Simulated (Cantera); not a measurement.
A Cantera script and what it prints.

```python
import numpy as np
import cantera as ct

gas_names = """
    O2 F2
""".split()
cond_names = """
    Mg(L) MgF2(s) MgO(s)
""".split()


# ... load() reads the species with a 1 bar reference pressure and builds the phases ...
species = {s.name: s for s in load("nasa_gas.yaml", gas_names) + load("nasa_condensed.yaml", cond_names)}
T = 1275
g = {n: (s.thermo.h(T) - T * s.thermo.s(T)) / (ct.gas_constant * T * np.log(10)) for n, s in species.items()}
valid = cond_names  # the entries whose range holds T


def stable(la, lb):
    # potentials (over RT ln 10) of the two non-metals from log10 p(O2) and log10 p(F2) in bar
    mu = {}
    mu["O"] = (g["O2"] + la) / 2
    mu["F"] = (g["F2"] + lb) / 2
    cost = {}
    for n in valid:
        c = species[n].composition
        cost[n] = (g[n] - sum(c.get(e, 0) * m for e, m in mu.items())) / c["Mg"]
    return min(cost, key=cost.get)


results = []
for lb in [1, -2.2, -5.4, -8.7, -11.9, -15.1, -18.3, -21.6, -24.8, -28]:
    row = [stable(la, lb) for la in [-23, -21.9, -20.8, -19.7, -18.6, -17.5, -16.4, -15.3, -14.2, -13.1, -12, -11, -9.9, -8.8, -7.7, -6.6, -5.5, -4.4, -3.3, -2.2, -1.1, 0]]
    results.append(row)
    print(f"{lb:6.1f}  " + " ".join(f"{valid.index(n):x}" for n in row))
print("key: " + ", ".join(f"{i:x} {n}" for i, n in enumerate(valid)))
```

It prints:

```
   1.0  1 1 1 1 1 1 1 1 1 1 1 1 1 1 1 1 1 1 1 1 1 1
  -2.2  1 1 1 1 1 1 1 1 1 1 1 1 1 1 1 1 1 1 1 1 1 1
  -5.4  1 1 1 1 1 1 1 1 1 1 1 1 1 1 1 1 1 1 1 1 1 1
  -8.7  1 1 1 1 1 1 1 1 1 1 1 1 1 1 1 1 1 1 1 1 1 1
 -11.9  1 1 1 1 1 1 1 1 1 1 1 1 1 1 1 1 1 1 1 1 1 1
 -15.1  1 1 1 1 1 1 1 1 1 1 1 1 1 1 1 1 1 1 1 1 1 1
 -18.3  1 1 1 1 1 1 1 1 1 1 1 1 1 1 1 1 1 1 1 1 1 2
 -21.6  1 1 1 1 1 1 1 1 1 1 1 1 1 1 1 2 2 2 2 2 2 2
 -24.8  1 1 1 1 1 1 1 1 1 2 2 2 2 2 2 2 2 2 2 2 2 2
 -28.0  1 1 1 2 2 2 2 2 2 2 2 2 2 2 2 2 2 2 2 2 2 2
key: 0 Mg(L), 1 MgF2(s), 2 MgO(s)
```

Cantera with NASA thermochemical tables; ideal gases at 1 bar, condensed phases pure. Not in the tables: oxide halides.
